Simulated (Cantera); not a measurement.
Input: 1 mol B2O3, 3.7 mol Cl2, 0.1 mol O2, 0.85 mol F2, held at 16000 Pa.

These are equilibrium values from Cantera (NASA tables, ideal gas, pure condensed phases), not measurements of a reactor. Candidate condensed phases: B, B2O3; 32 gas species. The numbers say what is thermodynamically allowed, not how fast it happens.

**Question.** Which condensed phases are stable at each of these points (T (K)): 750, 850, 950, 1050, 1150, 1250, 1350, 1450, 1550, 1650, 1750, 1850?

**Answer.** 
| T (K) | condensed phases | B condensed (%) |
|---|---|---|
| 750 | B2O3(l) | 68.5 |
| 850 | B2O3(l) | 67.5 |
| 950 | B2O3(l) | 66.6 |
| 1050 | B2O3(l) | 65.9 |
| 1150 | B2O3(l) | 65.1 |
| 1250 | B2O3(l) | 63.9 |
| 1350 | B2O3(l) | 61.0 |
| 1450 | B2O3(l) | 53.4 |
| 1550 | B2O3(l) | 37.7 |
| 1650 | B2O3(l) | 18.2 |
| 1750 | B2O3(l) | 2.8 |
| 1850 | gas only | 0.0 |

From 750 K to 1750 K the condensed part is B2O3(l). At 1850 K nothing is condensed.
